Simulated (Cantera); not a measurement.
Mixture: 1.65 % C3H8, 20.7 % O2, 77.7 % N2, equivalence ratio 0.40, at 1.00 atm, adiabatic and at constant volume. Ignition delay is the time to a rise of 400 K.

Detailed kinetics in Cantera: GRI-Mech 3.0 (53 species, 325 reactions). GRI-Mech 3.0 was tuned for natural gas; its chemistry of propane as a main component is partial and can be far from experiment.

Task: Predict: delay at 1250 K; delay at 1400 K; delay at 1550 K; delay at 1700 K; delay at 1850 K; apparent activation energy between 1700 and 1850 K.

Result: 
```json
{
 "delay at 1250 K": "1.95 ms",
 "delay at 1400 K": "0.192 ms",
 "delay at 1550 K": "44.2 µs",
 "delay at 1700 K": "18.0 µs",
 "delay at 1850 K": "10.1 µs",
 "apparent activation energy between 1700 and 1850 K": "100 kJ/mol"
}
```
